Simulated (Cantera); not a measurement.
Cantera run:

```python
import numpy as np
import cantera as ct

gas_names = """
    Ca CaCL CaCL2 CaO Ca2 CL CLO CL2 O O2 O3
""".split()
cond_names = """
    Ca(a) Ca(b) Ca(L) CaCL2(s) CaCL2(L) CaO(s) CaO(L)
""".split()


# ... load() reads the species with a 1 bar reference pressure and builds the phases ...
atoms = {
    'CaO': {'Ca': 1, 'O': 1},
    'Cl2': {'CL': 2},
}
top_T = {}  # K; cautious upper limits of use, not melting points


# ... equilibrate(T, P, feed) seeds the gas with the atoms and calls Mixture.equilibrate('TP', solver="vcs", rtol=1e-11, max_steps=5000) ...
results = []
feed = {'CaO': 1, 'Cl2': 11}  # mol
T = 998  # K
P = 13  # Pa
mix = equilibrate(T, P, feed)
results.append((T, P, feed, dict(zip(mix.species_names, mix.species_moles))))
x = sorted(zip(gas.X, gas.species_names), reverse=True)
print(f"T = {T:g} K  P = {P:g} Pa  gas = {mix.phase_moles(0):.4g} mol")
print("   x: " + "  ".join(f"{s} {v:.3e}" for v, s in x if v > 1e-06))
print("   condensed (mol): " + ("  ".join(f"{mix.phase(i).name} {mix.phase_moles(i):.4g}"
      for i in range(1, mix.n_phases) if mix.phase_moles(i) > 1e-12) or "none"))
```

Output:

```
T = 998 K  P = 13 Pa  gas = 10.67 mol
   x: CL2 9.213e-01  O2 4.685e-02  CL 3.173e-02  CaCL2 1.566e-04  CLO 4.898e-06
   condensed (mol): CaCL2(s) 0.9983
```

Cantera equilibrium calculation (NASA polynomials, part measured and part estimated; ideal gas, pure solids and liquids). Condensed phases not in the tables: oxide chlorides.
